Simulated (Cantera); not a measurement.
What does this Cantera script print?

```python
import numpy as np
import cantera as ct

gas_names = [...]  # 114 gases of nasa_gas.yaml made of C, Fe, H, O
cond_names = """
    C(gr) C6H6(L) C7H8(L) C8H18(L),n-octa Fe(a) Fe(c) Fe(d) Fe(L) FeC5O5(L) FeO(s) FeO(L) Fe(OH)2(s)
    Fe(OH)3(s) Fe2O3(s) Fe3O4(s) H2O(s) H2O(L)
""".split()


# ... load() reads the species with a 1 bar reference pressure and builds the phases ...
atoms = {
    'Fe(CO)5': {'Fe': 1, 'C': 5, 'O': 5},
    'CO': {'C': 1, 'O': 1},
    'H2': {'H': 2},
}
top_T = {'C(gr)': 4500, 'Fe2O3(s)': 1830, 'Fe3O4(s)': 1870}  # K; cautious upper limits of use, not melting points


# ... equilibrate(T, P, feed) seeds the gas with the atoms and calls Mixture.equilibrate('TP', solver="gibbs", rtol=1e-10, max_steps=50000) ...
results = []
T = 1498.15  # K
P = 100000  # Pa
for m in [1, 1.3, 1.5, 1.9, 2.3, 2.8, 3.4, 4.1, 5, 6.1, 7.4, 9]:
    feed = {'Fe(CO)5': 1, 'CO': m, 'H2': 5.6}  # mol
    mix = equilibrate(T, P, feed)
    results.append((T, P, feed, dict(zip(mix.species_names, mix.species_moles))))

top = {s: max(r[3][s] / sum(r[3][g] for g in gas_names) for r in results) for s in gas_names}
cols = sorted((s for s in top if top[s] > 1e-05), key=lambda s: -top[s])[:8]
seen = [c for c in cond_names if any(r[3].get(c, 0) > 1e-12 for r in results)]
print("log10 of partial pressures in bar; condensed amounts in mol")
print(f"{'n(CO)':>10s}" + "".join(f"{s[:9]:>10s}" for s in cols + seen))
for T, P, feed, n in results:
    ng = sum(n[g] for g in gas_names)
    print(f"{feed['CO']:10.4g}" + "".join(f"{np.log10(max(n[s] / ng * P / 1e5, 1e-99)):10.3f}" for s in cols)
          + "".join(f"{n.get(c, 0):10.4g}" for c in seen))
```

Output:

```
log10 of partial pressures in bar; condensed amounts in mol
     n(CO)        CO        H2       CH4       H2O       CO2         H     C(gr)     Fe(c)
         1    -0.286    -0.317    -3.221    -3.363    -3.744    -4.923 2.592e-05         1
       1.3    -0.276    -0.328    -3.243    -3.364    -3.724    -4.928  0.000476         1
       1.5    -0.270    -0.336    -3.257    -3.365    -3.711    -4.932 0.0007693         1
       1.9    -0.258    -0.350    -3.286    -3.367    -3.687    -4.939  0.001341         1
       2.3    -0.247    -0.363    -3.313    -3.370    -3.666    -4.946  0.001893         1
       2.8    -0.235    -0.380    -3.346    -3.374    -3.641    -4.954   0.00256         1
       3.4    -0.222    -0.399    -3.384    -3.380    -3.615    -4.964   0.00333         1
       4.1    -0.208    -0.420    -3.426    -3.388    -3.588    -4.974  0.004189         1
         5    -0.193    -0.446    -3.478    -3.398    -3.558    -4.987  0.005244         1
       6.1    -0.178    -0.475    -3.537    -3.412    -3.526    -5.002  0.006467         1
       7.4    -0.162    -0.508    -3.602    -3.429    -3.495    -5.018  0.007837         1
         9    -0.146    -0.545    -3.676    -3.451    -3.464    -5.037  0.009433         1
```

These are equilibrium values from Cantera (NASA tables, ideal gas, pure condensed phases), not measurements of a reactor. Iron dissolves carbon and melts from about 1420 K in contact with it, which pure phases cannot show. Condensed phases not in the tables: cementite and carbon dissolved in iron.
